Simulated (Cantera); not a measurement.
A perfectly stirred reactor is fed with 51.0 % CH₄, 49.0 % H₂O, at 1.01 bar; it is held at 1275 K, and followed from long to short residence time.

Detailed kinetics in Cantera: GRI-Mech 3.0 (53 species, 325 reactions).

Q: Predict: x(CH₄) at τ = 8.90 s; x(H₂O) at τ = 8.90 s; x(CH₂O) at τ = 8.90 s; x(H₂) at τ = 8.90 s; x(CH₄) at τ = 0.220 s; x(H₂O) at τ = 0.220 s; x(CH₂O) at τ = 0.220 s; x(H₂) at τ = 0.220 s.

A: 
| Quantity | Value |
|---|---|
| x(CH₄) at τ = 8.90 s | 0.468 |
| x(H₂O) at τ = 8.90 s | 0.477 |
| x(CH₂O) at τ = 8.90 s | 3.01e-7 |
| x(H₂) at τ = 8.90 s | 0.0401 |
| x(CH₄) at τ = 0.220 s | 0.509 |
| x(H₂O) at τ = 0.220 s | 0.490 |
| x(CH₂O) at τ = 0.220 s | 1.16e-7 |
| x(H₂) at τ = 0.220 s | 0.000600 |
